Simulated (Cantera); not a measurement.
Input (Python, Cantera):

```python
import numpy as np
import cantera as ct

gas = ct.Solution("h2o2.yaml")
gas.TPX = 1075, 1333, {'H2': 0.13, 'O2': 1}
inlet = ct.Reservoir(gas, clone=True)

reactor = ct.IdealGasConstPressureReactor(gas, energy="off", clone=False)
exhaust = ct.Reservoir(gas, clone=True)
tau = [4.8, 2.1, 0.9, 0.39, 0.17, 0.072, 0.031, 0.013, 0.0058, 0.0025][0]
for a, b in ((inlet, reactor), (reactor, exhaust)):
    ct.MassFlowController(a, b, mdot=lambda t: reactor.mass / tau)
net = ct.ReactorNet([reactor])
show = ['H2', 'O2', 'OH', 'H2O', 'HO2']

rows = []
print(f"{'tau/s':>10s}{'T/K':>9s}" + "".join(f"{s:>11s}" for s in show))
for tau in [4.8, 2.1, 0.9, 0.39, 0.17, 0.072, 0.031, 0.013, 0.0058, 0.0025]:
    net.initial_time = 0.0
    net.advance(30 * tau)
    before = gas.X
    net.advance(40 * tau)
    drift = np.max(np.abs(gas.X - before) / (gas.X + 1e-9))
    rows.append([gas.T, *gas[show].X, drift])
    print(f"{tau:10.3e}{gas.T:9.1f}" + "".join(f"{x:11.3e}" for x in gas[show].X))
```

Output:

```
     tau/s      T/K         H2         O2         OH        H2O        HO2
 4.800e+00   1075.0  2.106e-04  8.770e-01  5.432e-04  1.215e-01  2.703e-06
 2.100e+00   1075.0  3.495e-04  8.764e-01  7.210e-04  1.211e-01  3.632e-06
 9.000e-01   1075.0  5.822e-04  8.754e-01  9.672e-04  1.206e-01  4.721e-06
 3.900e-01   1075.0  9.557e-04  8.737e-01  1.296e-03  1.197e-01  5.871e-06
 1.700e-01   1075.0  1.554e-03  8.710e-01  1.736e-03  1.181e-01  6.997e-06
 7.200e-02   1075.0  2.558e-03  8.664e-01  2.339e-03  1.153e-01  8.026e-06
 3.100e-02   1075.0  4.160e-03  8.596e-01  3.093e-03  1.105e-01  8.765e-06
 1.300e-02   1075.0  6.867e-03  8.505e-01  4.013e-03  1.027e-01  9.127e-06
 5.800e-03   1075.0  1.106e-02  8.423e-01  4.929e-03  9.274e-02  9.091e-06
 2.500e-03   1075.0  1.874e-02  8.381e-01  5.830e-03  8.004e-02  8.751e-06
```

Model: the H2/O2 subset of GRI-Mech 3.0, which has no nitrogen chemistry, integrated in Cantera. Radical loss at walls, strong at low pressure, is not modelled. The temperature is held fixed by assumption; the heat of reaction is taken as removed at once.
